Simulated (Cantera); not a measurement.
A perfectly stirred reactor is fed with 2.08 % C3H8, 95.9 % H2, 2.06 % H2O, at 100.0 Torr; it is held at 1575 K, and followed from long to short residence time.

Detailed kinetics in Cantera: GRI-Mech 3.0 (53 species, 325 reactions). GRI-Mech 3.0 was tuned for natural gas; its chemistry of propane as a main component is partial and can be far from experiment. GRI-Mech 3.0 stops at C3 and has no aromatics, soot or wall deposition, so with more carbon than oxygen in the feed, carbon stays in small species such as C2H2 where larger ones or solid carbon would form.

Q: Predict: x(C3H8) at τ = 28.0 s; x(H2) at τ = 28.0 s; x(C2H) at τ = 28.0 s; x(CH3) at τ = 28.0 s; x(C2H2) at τ = 28.0 s; x(C3H8) at τ = 0.240 s; x(H2) at τ = 0.240 s; x(C2H) at τ = 0.240 s; x(CH3) at τ = 0.240 s; x(C2H2) at τ = 0.240 s.

A: 
```
Property                  Result
----------------------  --------
x(C3H8) at τ = 28.0 s    1.33e-7
x(H2) at τ = 28.0 s        0.948
x(C2H) at τ = 28.0 s     7.68e-9
x(CH3) at τ = 28.0 s     2.60e-5
x(C2H2) at τ = 28.0 s     0.0216
x(C3H8) at τ = 0.240 s   1.08e-5
x(H2) at τ = 0.240 s       0.940
x(C2H) at τ = 0.240 s    1.44e-8
x(CH3) at τ = 0.240 s   0.000101
x(C2H2) at τ = 0.240 s    0.0195
```
